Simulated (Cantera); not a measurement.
A diamond (100) surface in a fixed gas of H2 with x(CH4) = 0.025, x(H) = 0.00035, at 1300 K, 0.0188 atm; coverages are run to steady state.

Cantera simulation using the Harris–Goodwin 1993 mechanism for the reconstructed diamond (100) surface; the numbers are that mechanism's predictions, not measurements.

One state of this run: growth (µm/h) = 0.000986; θ c6HH = 0.498; θ c6H* = 0.0417; θ c6*H = 0.445; θ c6** = 0.0156; θ c6HM = 1.14e-6. θ: site fractions in the mechanism's names (c6HH fully hydrogenated, c6H* and c6*H radical sites, c6** diradical, c6HM methylated).

Problem. Which value of x(CH3) does it belong to?
(A) 1e-06
(B) 7.9e-05
(C) 1.8e-05
(D) 2.1e-06

Solution. D, 2.1e-06
